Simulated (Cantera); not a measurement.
A perfectly stirred reactor is fed with 10.4 % CH₄, 0.384 % C₂H₆, 0.684 % C₃H₈, 15.0 % O₂, 73.5 % N₂, equivalence ratio 1.7, at 1.01 bar; it is adiabatic with a 450 K inlet, and is followed from long to short residence time, starting on the burning branch (τ in s: 0.039, 0.022, 0.013, 0.0073, 0.0042, 0.0024, 0.0014, 0.00078, 0.00045, 0.00026, 0.00015, 8.4e-05, 4.8e-05).

Cantera simulation using GRI-Mech 3.0 (53 species, 325 reactions); the numbers are that mechanism's predictions, not measurements.

Problem. Predict: blow-out, bracketed by the residence times tried; x(CH₄) at τ = 39.0 ms; x(C₂H₆) at τ = 39.0 ms; x(C₃H₈) at τ = 39.0 ms; x(H₂) at τ = 39.0 ms; x(C₂H) at τ = 39.0 ms; x(CH₄) at τ = 1.40 ms; x(C₂H₆) at τ = 1.40 ms; x(C₃H₈) at τ = 1.40 ms.

Solution. 
```json
{
  "blow_out_bracketed_by_the_residence_times_tried": "burning at 4.20 ms, out at 2.40 ms",
  "x(CH₄) at τ = 39.0 ms": "0.00795",
  "x(C₂H₆) at τ = 39.0 ms": "3.64e-5",
  "x(C₃H₈) at τ = 39.0 ms": "1.98e-6",
  "x(H₂) at τ = 39.0 ms": "0.0638",
  "x(C₂H) at τ = 39.0 ms": "1.06e-7",
  "x(CH₄) at τ = 1.40 ms": "0.104",
  "x(C₂H₆) at τ = 1.40 ms": "0.00384",
  "x(C₃H₈) at τ = 1.40 ms": "0.00684"
}
```
